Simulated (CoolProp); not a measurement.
R123 along the isobar 1.01 bar: fugacity coefficient from the reference equation and from simpler models built on Tc = 456.8 K, pc = 36.62 bar, ω = 0.282; each cubic takes its own stable root.

Model: reference Helmholtz-energy equation of state, Younglove 1994, in CoolProp. It is a modified Benedict-Webb-Rubin equation, recast in Helmholtz form.

```csv
T (K),phase,reference
186.5,liquid,0.0006051
221.4,liquid,0.01540
256.2,liquid,0.1392
291,liquid,0.6673
325.9,gas,0.9691
360.7,gas,0.9784
395.5,gas,0.9843
430.3,gas,0.9883
465.2,gas,0.9911
500,gas,0.9932
```

Q: How far does each simpler model (van der Waals, Soave-Redlich-Kwong) lie from the reference over these 10 states: mean and median of the absolute difference, and the worst?

A: 
- van der Waals: mean 4204.2 %, median 1.0 %, worst +36389.8 % at 186.5 K and 1.01 bar
- Soave-Redlich-Kwong: mean 0.9 %, median 0.2 %, worst +6.6 % at 186.5 K and 1.01 bar

At some of these states van der Waals gives the other phase, because its saturation line lies elsewhere.
